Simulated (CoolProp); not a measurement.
The numbers come from the reference Helmholtz-energy equation of state, Thol 2014 in CoolProp.

Task: For diethyl ether, give the phase and the cv (kJ/(kg K)) at 229.65 °C and 0.101 MPa; 242.55 °C and 0.101 MPa; 255.45 °C and 0.101 MPa.

Result: 
- 229.65 °C and 0.101 MPa: gas; cv 2.14
- 242.55 °C and 0.101 MPa: gas; cv 2.18
- 255.45 °C and 0.101 MPa: gas; cv 2.21
